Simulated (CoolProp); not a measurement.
A Linde-Hampson liquefier for dry air: isothermal reversible compression at 200 K from 1 atm to 10 MPa, throttling to 1 atm, return gas leaving the recuperator 0 K below the feed. Each further row changes one setting.

The numbers come from the reference Helmholtz-energy equation of state, Lemmon 2000 in CoolProp. It is a pseudo-pure fit of the blend.

```csv
case,liquid yield per pass,compression work (kJ/kg of gas)
as stated,0.157,251
high pressure 20 MPa,0.252,284
warm-end temperature 230 K,0.103,295
warm-end gap 5 K,0.143,251
```
